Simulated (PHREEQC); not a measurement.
# Polishing slurry liquid

Make-up at 56 °C: 9.6 mmol/kgw K2CO3, 91 mmol/kgw KNO3 and 15.2 mmol/kgw KH2PO4. Closed to the air; pH follows from the charge balance.

Model: ion-association model, phreeqc.dat, run in PHREEQC.

This is a speciation only: nothing precipitates in the calculation.

Task: Predict the pH, ionic strength.

Result: pH 7.09; ionic strength 0.135 mol/kgw.

Task: In which forms is P present?

Result: HPO4-2 65 %, H2PO4- 30 %, KHPO4- 4.9 % of the P.

Constants without temperature data keep their 25 °C values here.
